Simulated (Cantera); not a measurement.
**SiH4 + NO (silicon oxide and oxynitride deposition)**

Feed: 1 mol SiH4, a varied amount of NO, equilibrated at 898.15 K and 1.10 mbar.

Method: chemical equilibrium by Gibbs-energy minimisation in Cantera with the NASA 1993 tables (ideal gas, pure condensed phases). Candidate condensed phases: H2O, Si, SiO2, Si2N2O, Si3N4; 35 gas species. Kinetics and transport are ignored.

```csv
n(NO) (mol),x H2,x N2,x H2O,x O2,x NO,x NH3,x OH,x NO2,n Si(s),n SiO2(β-quartz),n Si2N2O(s)
0.27,1.00,<1e-12,5.92e-11,<1e-12,<1e-12,<1e-12,<1e-12,<1e-12,0.662,0.0675,0.135
0.41,1.00,<1e-12,5.92e-11,<1e-12,<1e-12,<1e-12,<1e-12,<1e-12,0.487,0.102,0.205
0.61,1.00,<1e-12,5.92e-11,<1e-12,<1e-12,<1e-12,<1e-12,<1e-12,0.237,0.152,0.305
0.91,0.956,0.0438,2.92e-6,<1e-12,<1e-12,2.65e-7,<1e-12,<1e-12,0,0.273,0.363
1.4,0.800,0.200,4.06e-6,<1e-12,<1e-12,4.33e-7,<1e-12,<1e-12,0,0.600,0.200
2,0.667,0.333,4.01e-6,<1e-12,<1e-12,4.25e-7,<1e-12,<1e-12,0,1.000,0
3,0.286,0.429,0.286,<1e-12,<1e-12,1.35e-7,1.63e-12,<1e-12,0,1.00,0
4.5,1.70e-10,0.500,0.444,0.0556,3.68e-6,<1e-12,1.04e-7,7.48e-9,0,1.00,0
6.7,5.99e-11,0.500,0.299,0.201,7.02e-6,<1e-12,1.18e-7,2.71e-8,0,1.00,0
10,3.29e-11,0.500,0.200,0.300,8.56e-6,<1e-12,1.06e-7,4.04e-8,0,1.00,0
15,1.98e-11,0.500,0.133,0.367,9.46e-6,<1e-12,9.14e-8,4.94e-8,0,1.00,0
22,1.28e-11,0.500,0.0909,0.409,1.00e-5,<1e-12,7.76e-8,5.51e-8,0,1.00,0
```
x: gas mole fraction; n: condensed amount in mol.

From 0.27 mol NO to 0.61 mol NO the condensed part is Si(s) + SiO2(β-quartz) + Si2N2O(s). From 0.91 mol NO to 1.4 mol NO the condensed part is SiO2(β-quartz) + Si2N2O(s). From 2 mol NO to 22 mol NO the condensed part is SiO2(β-quartz).
